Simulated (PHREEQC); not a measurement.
1 kg of water meets 20 L of dry gas (O2 1 by moles) at fixed total pressure, at 40 °C; fugacities by Peng-Robinson. The gases take part in no redox reaction, some water evaporates into the gas, and hydrates or a liquid gas phase aren't modelled. No solid was allowed to form.

Model: ion-association model, phreeqc.dat, run in PHREEQC.

```csv
P (atm),dissolved O2 (mol/kgw),φ of O2
2,0.00199,0.999
5,0.00506,0.996
10,0.0101,[?]
20,[?],[?]
30,[?],0.978
40,[?],0.972
50,0.0470,[?]
75,0.0674,[?]
100,0.0861,0.938
150,[?],0.917
200,0.147,0.902
300,0.192,0.887
400,0.228,0.888
```

Problem. What belongs in the gaps?

Solution. 
- 10, φ of O2: 0.993
- 20, dissolved O2 (mol/kgw): 0.0199
- 20, φ of O2: 0.985
- 30, dissolved O2 (mol/kgw): 0.0293
- 40, dissolved O2 (mol/kgw): 0.0383
- 50, φ of O2: 0.966
- 75, φ of O2: 0.951
- 150, dissolved O2 (mol/kgw): 0.119

At this temperature some constants are extrapolated from 25 °C, and those without enthalpy data are left unchanged.
